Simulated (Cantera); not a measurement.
**Thermodynamics of fluorocarbon and chlorocarbon gases, feed c-C4F8 + CH4 + H2**

Feed: 1 mol c-C4F8, 1.1 mol CH4, 0.071 mol H2, equilibrated at 1600 °C.

Cantera equilibrium calculation (NASA polynomials, part measured and part estimated; ideal gas, pure solids and liquids). Candidate condensed phases: C, C6H6, C7H8, C8H18; 95 gas species. The feed counts by its element totals alone. Gases not in the tables: C2F6 and larger saturated fluorocarbons. Kinetics and transport are ignored.

```json
[
 {"P (Pa)": "1", "log p HF": "-5.22", "log p F": "-5.45", "log p CF4": "-7.78", "log p CF2": "-6.33", "log p CF3": "-8.77", "log p CF": "-8.08", "log p CHF3": "-13.16", "n C(graphite)": "4.72"},
 {"P (Pa)": "5.20", "log p HF": "-4.46", "log p F": "-4.96", "log p CF4": "-5.80", "log p CF2": "-5.34", "log p CF3": "-7.29", "log p CF": "-7.58", "log p CHF3": "-11.41", "n C(graphite)": "4.29"},
 {"P (Pa)": "27", "log p HF": "-3.69", "log p F": "-4.66", "log p CF4": "-4.61", "log p CF2": "-4.75", "log p CF3": "-6.40", "log p CF": "-7.29", "log p CHF3": "-10.05", "n C(graphite)": "4.16"},
 {"P (Pa)": "140", "log p HF": "-2.95", "log p F": "-4.44", "log p CF4": "-3.74", "log p CF2": "-4.31", "log p CF3": "-5.74", "log p CF": "-7.07", "log p CHF3": "-8.87", "n C(graphite)": "4.17"},
 {"P (Pa)": "720", "log p HF": "-2.22", "log p F": "-4.25", "log p CF4": "-2.98", "log p CF2": "-3.93", "log p CF3": "-5.17", "log p CF": "-6.88", "log p CHF3": "-7.76", "n C(graphite)": "4.20"},
 {"P (Pa)": "3700", "log p HF": "-1.51", "log p F": "-4.07", "log p CF4": "-2.24", "log p CF2": "-3.56", "log p CF3": "-4.62", "log p CF": "-6.69", "log p CHF3": "-6.68", "n C(graphite)": "4.22"},
 {"P (Pa)": "19000", "log p HF": "-0.80", "log p F": "-3.89", "log p CF4": "-1.52", "log p CF2": "-3.20", "log p CF3": "-4.08", "log p CF": "-6.51", "log p CHF3": "-5.61", "n C(graphite)": "4.23"},
 {"P (Pa)": "100000", "log p HF": "-0.08", "log p F": "-3.71", "log p CF4": "-0.80", "log p CF2": "-2.84", "log p CF3": "-3.54", "log p CF": "-6.33", "log p CHF3": "-4.53", "n C(graphite)": "4.23"}
]
```
log p: log10 of the partial pressure in bar; n: condensed amount in mol.

From 0.00750 Torr to 750 Torr the condensed part is C(graphite). The main C-bearing gas is CF2 at 0.00750 Torr and CF4 at 750 Torr. The share of C in condensed phases is highest at 0.00750 Torr (92.6 %) and lowest at 0.203 Torr (81.5 %).
